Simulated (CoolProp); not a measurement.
Vapour-liquid equilibrium of R22 (1) + R11 (2) at 327.6 K; x and y are mole fractions of (1).

The numbers come from the multi-fluid Helmholtz-energy mixture model, Kamei 1995 and Jacobsen 1992; pair parameters Bell 2016 in CoolProp.

Question: Give the bubble pressure and the first vapour's composition at x = 0.35, 0.65, 0.8. Is there an azeotrope?

Answer: x = 0.35: 0.9890 MPa, y = 0.773; x = 0.65: 1.486 MPa, y = 0.893; x = 0.8: 1.747 MPa, y = 0.938. No azeotrope shows between x = 0.05 and 0.95.

The pair parameters rest on a limited set of measurements; away from them the model extrapolates. The gap from Raoult's law changes sign with composition, which may be real or a fault of the pair parameters; it wasn't checked against measurements.
